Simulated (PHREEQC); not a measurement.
A solution holds 3 mol HCl, 1.2 mol KCl and 0.39 mol MgCl2 per kg of water, at 85 °C. Closed to the air; pH follows from the charge balance.

All values are PHREEQC results (Pitzer model, pitzer.dat), not measurements.

Task: The ionic strength comes out as 5.37 mol/kgw. What activity coefficients do K+, Cl-, Mg+2, H+ get?

Result: K+ 1.1, Cl- 0.60, Mg+2 2.4, H+ 4.0. Single-ion values are on the MacInnes scale.

No solid was allowed to form. In brines, pH and single-ion activities rest on the MacInnes convention. Away from 25 °C the constants follow the database's enthalpies or fits; those with neither stay at their 25 °C values.
